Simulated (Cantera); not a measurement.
Charge: 1 mol C, 0.8 mol NH₃, at 9.70 bar.

Equilibrium computed with Cantera from the NASA thermochemical tables; the gas is ideal and each condensed phase is pure. Candidate condensed phases: C, C₆H₆, C₇H₈, C₈H₁₈; 92 gas species. The numbers say what is thermodynamically allowed, not how fast it happens.

Task: What share of the C ends up in condensed phases as a function of T (K), at 675, 875, 1075, 1275, 1475, 1675, 1875, 2075, 2275, 2475?

Result: 
```csv
T (K),C condensed (%),as
675,43.3,C(graphite)
875,57.3,C(graphite)
1075,80.0,C(graphite)
1275,93.3,C(graphite)
1475,97.6,C(graphite)
1675,98.7,C(graphite)
1875,98.8,C(graphite)
2075,98.0,C(graphite)
2275,96.1,C(graphite)
2475,92.7,C(graphite)
```
